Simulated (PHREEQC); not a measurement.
A made-up water analysis in mg/kgw, 60 °C, pH 5.97, pe 12.6:

```tsv
constituent	mg/kgw
Na	0.0345
K	0.368
Ca	0.0983
Mg	0.0378
Cl	0.358
S(6) as SO4	0.312
Alkalinity as HCO3	0.16
Br	0.00026
Pb	0.00607
Li	0.00113
Cd	0.00741
Zn	0.00375
Cu(2)	0.0172
```

Valence states are taken as typed.

Model: ion-association model, wateq4f.dat, run in PHREEQC.

```tsv
quantity	before	after
CO2 (mol/kgw)	7.48e-6	3.54e-5
HCO3- (mol/kgw)	3.60e-6	5.77e-6
Cu(OH)2 (mol/kgw)	4.65e-9	5.45e-10
MgSO4 (mol/kgw)	2.51e-9	2.50e-9
CuOH+ (mol/kgw)	2.40e-9	8.31e-10
CaSO4 (mol/kgw)	2.01e-9	2.01e-9
SI of Pb(OH)2 (Pb(OH)2)	-2.69	-3.62
SI of Otavite (CdCO3)	-4.71	-4.98
```

### Question
Which change was made?
(A) Cd from 0.00741 to 0.0037 mg/kgw
(B) temperature from 60 to 40 °C at the same typed pH
(C) pH from 5.97 to 5.5 at the same alkalinity

### Answer
C, pH from 5.97 to 5.5 at the same alkalinity

Precipitation was switched off in this run. Constants without temperature data keep their 25 °C values here.
